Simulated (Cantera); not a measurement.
Input: 1 mol Pb, 0.6 mol O2, 5.1 mol N2, equilibrated at 1100 K and 1.00 Torr.

Equilibrium computed with Cantera from the NASA thermochemical tables; the gas is ideal and each condensed phase is pure. Candidate condensed phases: Pb, PbO, PbO2, Pb3O4; 12 gas species. The numbers say what is thermodynamically allowed, not how fast it happens.

Base state: N2 0.976, O2 0.0192, PbO 0.00465, Pb 0.000115, NO 2.86e-5 (mole fractions); condensed: PbO(yellow).

What changes in the equilibrium state with this change: pressure from 1.00 Torr to 750 Torr?


| species | before | after |
|---|---|---|
| N2 | 0.976 | 0.981 |
| O2 | 0.0192 | 0.0192 |
| NO | 2.86e-5 | 2.87e-5 |
| PbO | 0.00465 | 6.19e-6 |
| Pb | 0.000115 | 5.58e-9 |
| PbO(yellow), mol | 0.975 | 1.000 |

What changes in the equilibrium state with this change: temperature from 1100 K to 1073 K?


```
species             before    after
----------------  --------  -------
N2                   0.976    0.979
O2                  0.0192   0.0192
PbO                0.00465  0.00218
Pb                0.000115  3.81e-5
NO                 2.86e-5  2.23e-5
PbO(yellow), mol     0.975    0.988
```
